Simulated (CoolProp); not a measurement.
The fluid at 298.15 K and 14.8 MPa flows at 0.16 m/s in a round tube of 50 mm bore and 1.5 µm roughness, fully developed (64/Re and Nu = 3.66 if laminar; Colebrook and Gnielinski if turbulent). The same conditions are run with several fluids, on thermodynamics alone (safety and materials aside).

Computed with CoolProp (reference Helmholtz-energy equation of state of each fluid (dry air: Lemmon 2000; CF4 (R14): Platzer 1990; oxygen: Schmidt 1985; C2F6 (R116): Lemmon 2006; methane: Setzmann 1991)). The equations of Platzer and Polt are older, rougher fits. Blends and air are pseudo-pure fits.

### Question
Rank dry air, CF4 (R14), oxygen, C2F6 (R116), methane by Reynolds number, highest first.

### Answer
CF4 (R14) (134000), C2F6 (R116) (69000), oxygen (65400), dry air (62700), methane (58200)

| fluid | Darcy friction factor | pressure drop (Pa/m) | heat-transfer coefficient (W/(m² K)) | mass flow (kg/h) |
|---|---|---|---|---|
| dry air | 0.0200 | 0.881 | 91.6 | 195 |
| CF4 (R14) | 0.0171 | 3.23 | 242 | 834 |
| oxygen | 0.0198 | 1.03 | 99.1 | 229 |
| C2F6 (R116) | 0.0196 | 6.21 | 317 | 1400 |
| methane | 0.0203 | 0.608 | 156 | 132 |

Transport values come from each fluid's own correlations; those of CF4 (R14), C2F6 (R116) are estimates that may be off by 10 % or more.
